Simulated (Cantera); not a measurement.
A perfectly stirred reactor is fed with CH4 : CO2 = 1 : 0.35 (molar parts), at 2700 Torr; it is held at 1450 K, and followed from long to short residence time.

Computed with Cantera and GRI-Mech 3.0 (53 species, 325 reactions). GRI-Mech 3.0 stops at C3 and has no aromatics, soot or wall deposition, so with more carbon than oxygen in the feed, carbon stays in small species such as C2H2 where larger ones or solid carbon would form.

**Question.** What does this change do: CO2 0.35 to 0.049 parts?

**Answer.** 
| quantity | before | after |
|---|---|---|
| x(CH4) at τ = 14.0 s | 0.253 | 0.397 |
| x(CO2) at τ = 14.0 s | 0.0340 | 0.00222 |
| x(CH3) at τ = 14.0 s | 4.50e-5 | 6.30e-5 |
| x(C2H4) at τ = 14.0 s | 0.0372 | 0.0586 |
| x(CH2CO) at τ = 14.0 s | 9.15e-6 | 2.00e-6 |
| x(CH4) at τ = 0.220 s | 0.547 | 0.688 |
| x(CO2) at τ = 0.220 s | 0.209 | 0.0359 |
| x(CH3) at τ = 0.220 s | 6.83e-5 | 7.60e-5 |
| x(C2H4) at τ = 0.220 s | 0.0157 | 0.0232 |
| x(CH2CO) at τ = 0.220 s | 2.00e-6 | 4.06e-7 |

**Question.** What does this change do: temperature 1450 to 1875 K?

**Answer.** 
```csv
quantity,before,after
x(CH4) at τ = 14.0 s,0.253,0.0191
x(CO2) at τ = 14.0 s,0.0340,5.79e-5
x(CH3) at τ = 14.0 s,4.50e-5,0.000171
x(C2H4) at τ = 14.0 s,0.0372,0.00338
x(CH2CO) at τ = 14.0 s,9.15e-6,1.88e-6
x(CH4) at τ = 0.220 s,0.547,0.0277
x(CO2) at τ = 0.220 s,0.209,0.00287
x(CH3) at τ = 0.220 s,6.83e-5,0.000252
x(C2H4) at τ = 0.220 s,0.0157,0.00360
x(CH2CO) at τ = 0.220 s,2.00e-6,9.79e-6
```

**Question.** What does this change do: CH4 1 to 0.53 parts?

**Answer.** 
```tsv
quantity	before	after
x(CH4) at τ = 14.0 s	0.253	0.178
x(CO2) at τ = 14.0 s	0.0340	0.0744
x(CH3) at τ = 14.0 s	4.50e-5	3.47e-5
x(C2H4) at τ = 14.0 s	0.0372	0.0260
x(CH2CO) at τ = 14.0 s	9.15e-6	1.25e-5
x(CH4) at τ = 0.220 s	0.547	0.451
x(CO2) at τ = 0.220 s	0.209	0.332
x(CH3) at τ = 0.220 s	6.83e-5	6.31e-5
x(C2H4) at τ = 0.220 s	0.0157	0.0114
x(CH2CO) at τ = 0.220 s	2.00e-6	2.75e-6
```
